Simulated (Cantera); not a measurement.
A closed system holds: 1 mol ZrO2, 5.4 mol H2, 3.6 mol H2O, at 1650 °C.

Method: chemical equilibrium by Gibbs-energy minimisation in Cantera with the NASA 1993 tables (ideal gas, pure condensed phases). Candidate condensed phases: H2O, Zr, ZrO2; 12 gas species. Rates play no part.

**Question.** At 1.30 mbar, list the 5 most abundant gas species with their mole fractions, and the condensed phases.

**Answer.** H2 0.584, H2O 0.395, H 0.0200, OH 0.00116, O 2.97e-5. Condensed: ZrO2(tetragonal).
